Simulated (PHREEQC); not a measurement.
A solution holds 4.4 mol MgCl2, 0.43 mol K2SO4 and 1.9 mol LiCl per kg of water, at 15 °C. Closed to the air; pH follows from the charge balance.

The numbers come from PHREEQC with the Pitzer model, pitzer.dat.

The ionic strength comes out as 16.4 mol/kgw and the activity of water is 0.358. The density comes out as 1.315 g/cm³ and the osmotic coefficient comes out as 3.121.

```tsv
species	molality	activity	log γ
Cl-	10.7	11.0	0.012
Mg+2	4.40	1000	4.203
Li+	1.90	465	2.389
K+	0.860	3.13	0.562
SO4-2	0.430	0.000194	-3.345
MgOH+	7.27e-6	3.93e-5	0.733
HSO4-	6.31e-6	5.66e-6	-0.047
H+	9.66e-7	0.000401	2.619
```

Precipitation was switched off in this run. Examples of supersaturated solids here: Sylvite, Kieserite. Others may be too. Species that the database lacks are ignored.
